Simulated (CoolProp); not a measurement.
Ethanol at 347.76 K and 1.8 MPa flows at 0.055 m/s in a round tube of 6 mm bore and 1.5 µm roughness, fully developed (64/Re and Nu = 3.66 if laminar; Colebrook and Gnielinski if turbulent). Each further row changes one setting.

Computed with CoolProp (reference Helmholtz-energy equation of state, Schroeder 2014).

| case | Reynolds number | Darcy friction factor | pressure drop (Pa/m) | heat-transfer coefficient (W/(m² K)) | mass flow (kg/h) |
|---|---|---|---|---|---|
| as stated | (withheld) | (withheld) | (withheld) | 95.1 | (withheld) |
| velocity 0.11 m/s | 1040 | 0.0617 | (withheld) | 95.1 | (withheld) |
| diameter 12 mm | 1040 | 0.0617 | (withheld) | (withheld) | 16.6 |

Q: What belongs in the gaps?

A: 
- as stated, Reynolds number: 518
- as stated, Darcy friction factor: 0.123
- as stated, pressure drop (Pa/m): 23.1
- as stated, mass flow (kg/h): 4.16
- velocity 0.11 m/s, pressure drop (Pa/m): 46.2
- velocity 0.11 m/s, mass flow (kg/h): 8.31
- diameter 12 mm, pressure drop (Pa/m): 5.78
- diameter 12 mm, heat-transfer coefficient (W/(m² K)): 47.5

Viscosity comes from a separate model (Kiselev 2005). Thermal conductivity comes from a separate model (Assael 2013).
